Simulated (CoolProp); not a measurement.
Properties of CH2F2 (R32) along the isotherm 361 K.

The numbers come from the reference Helmholtz-energy equation of state, Tillner-Roth 1997 in CoolProp.

```json
[
 {"p (bar)": "0.914", "phase": "gas", "density (kg/m³)": "1.593", "cv (kJ/(kg K))": "0.7673", "speed of sound (m/s)": "263.2", "viscosity (µPa s)": "16.1", "conductivity (mW/(m K))": "18.9", "fugacity coefficient": "0.9944"},
 {"p (bar)": "1.63", "phase": "gas", "density (kg/m³)": "2.854", "cv (kJ/(kg K))": "0.7700", "speed of sound (m/s)": "262.5", "viscosity (µPa s)": "16.1", "conductivity (mW/(m K))": "19.0", "fugacity coefficient": "0.9901"},
 {"p (bar)": "2.89", "phase": "gas", "density (kg/m³)": "5.100", "cv (kJ/(kg K))": "0.7747", "speed of sound (m/s)": "261.2", "viscosity (µPa s)": "16.1", "conductivity (mW/(m K))": "19.2", "fugacity coefficient": "0.9825"},
 {"p (bar)": "5.14", "phase": "gas", "density (kg/m³)": "9.201", "cv (kJ/(kg K))": "0.7833", "speed of sound (m/s)": "258.9", "viscosity (µPa s)": "16.1", "conductivity (mW/(m K))": "19.5", "fugacity coefficient": "0.9690"},
 {"p (bar)": "9.14", "phase": "gas", "density (kg/m³)": "16.80", "cv (kJ/(kg K))": "0.7991", "speed of sound (m/s)": "254.8", "viscosity (µPa s)": "16.2", "conductivity (mW/(m K))": "20.1", "fugacity coefficient": "0.9451"},
 {"p (bar)": "16.3", "phase": "gas", "density (kg/m³)": "31.55", "cv (kJ/(kg K))": "0.8291", "speed of sound (m/s)": "247.0", "viscosity (µPa s)": "16.3", "conductivity (mW/(m K))": "21.2", "fugacity coefficient": "0.9032"},
 {"p (bar)": "28.9", "phase": "gas", "density (kg/m³)": "62.21", "cv (kJ/(kg K))": "0.8890", "speed of sound (m/s)": "232.4", "viscosity (µPa s)": "16.6", "conductivity (mW/(m K))": "23.6", "fugacity coefficient": "0.8315"},
 {"p (bar)": "51.4", "phase": "gas", "density (kg/m³)": "147.5", "cv (kJ/(kg K))": "1.037", "speed of sound (m/s)": "200.3", "viscosity (µPa s)": "18.6", "conductivity (mW/(m K))": "32.9", "fugacity coefficient": "0.7077"},
 {"p (bar)": "91.4", "phase": "supercritical", "density (kg/m³)": "662.1", "cv (kJ/(kg K))": "1.064", "speed of sound (m/s)": "279.0", "viscosity (µPa s)": "55.9", "conductivity (mW/(m K))": "87.6", "fugacity coefficient": "0.4917"},
 {"p (bar)": "163", "phase": "supercritical", "density (kg/m³)": "798.4", "cv (kJ/(kg K))": "1.009", "speed of sound (m/s)": "431.4", "viscosity (µPa s)": "74.7", "conductivity (mW/(m K))": "104", "fugacity coefficient": "0.3259"},
 {"p (bar)": "289", "phase": "supercritical", "density (kg/m³)": "893.0", "cv (kJ/(kg K))": "1.004", "speed of sound (m/s)": "569.1", "viscosity (µPa s)": "95.3", "conductivity (mW/(m K))": "118", "fugacity coefficient": "0.2376"}
]
```

Viscosity comes from a separate model (Bell 2016), an estimate that may be off by 10 % or more. Thermal conductivity comes from a separate model (Huber 2003), an estimate that may be off by 10 % or more.
